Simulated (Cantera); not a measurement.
A Cantera script and its output.

```python
import numpy as np
import cantera as ct

gas = ct.Solution("gri30.yaml")
gas.TPX = 1025, 1333, {'H2': 0.036, 'O2': 1}
reactor = ct.IdealGasConstPressureReactor(gas, energy="off", clone=False)
net = ct.ReactorNet([reactor])
net.rtol, net.atol = 1e-08, 1e-18
show = ['H2', 'O2', 'OH', 'H2O', 'HO2']
times = np.geomspace(2e-06, 1, 9)

steps = ct.SolutionArray(gas, extra=["t"])
rows = []
print(f"{'t/s':>10s}{'T/K':>9s}{'P/Pa':>11s}" + "".join(f"{s:>11s}" for s in show))
for t in times:
    while net.time < t:
        t_next = net.step()
        steps.append(gas.state, t=t_next)
    rows.append([np.interp(t, steps.t, y) for y in (steps.T, steps.P, *steps(*show).X.T)])
    print(f"{t:10.3e}{rows[-1][0]:9.1f}{rows[-1][1]:11.4g}" + "".join(f"{x:11.3e}" for x in rows[-1][2:]))
rate = np.gradient(steps.T, steps.t)
print("integrator steps:", len(steps.t))
if steps.T.max() > steps.T[0] + 200:
    print(f"time of steepest temperature rise: {steps.t[rate.argmax()]:.4e} s")
gas.TPX = 1025, 1333, {'H2': 0.036, 'O2': 1}
gas.equilibrate("TP")
print(f"equilibrium (TP): T = {gas.T:.1f} K  " + "  ".join(f"{s} {gas[s].X[0]:.3e}" for s in show))
```

It prints:

```
       t/s      T/K       P/Pa         H2         O2         OH        H2O        HO2
 2.000e-06   1025.0       1333  3.475e-02  9.653e-01  1.126e-14  6.557e-17  1.268e-12
 1.031e-05   1025.0       1333  3.475e-02  9.653e-01  2.867e-13  7.784e-15  6.542e-12
 5.318e-05   1025.0       1333  3.475e-02  9.653e-01  6.239e-12  9.031e-13  3.379e-11
 2.742e-04   1025.0       1333  3.475e-02  9.653e-01  9.005e-11  7.374e-11  1.754e-10
 1.414e-03   1025.0       1333  3.475e-02  9.653e-01  3.763e-09  9.807e-09  1.006e-09
 7.293e-03   1025.0       1333  1.636e-02  9.531e-01  2.592e-03  1.436e-02  5.443e-06
 3.761e-02   1025.0       1333  1.978e-04  9.570e-01  7.718e-04  3.405e-02  3.779e-06
 1.939e-01   1025.0       1333  1.418e-05  9.640e-01  2.035e-04  3.522e-02  1.184e-06
 1.000e+00   1025.0       1333  6.193e-07  9.646e-01  4.504e-05  3.534e-02  1.507e-07
integrator steps: 1314
equilibrium (TP): T = 1025.0 K  H2 5.677e-11  O2 9.646e-01  OH 4.760e-07  H2O 3.536e-02  HO2 8.720e-10
```

Model: GRI-Mech 3.0 (53 species, 325 reactions), integrated in Cantera. Radical loss at walls, strong at low pressure, is not modelled. The temperature is held fixed by assumption; the heat of reaction is taken as removed at once.
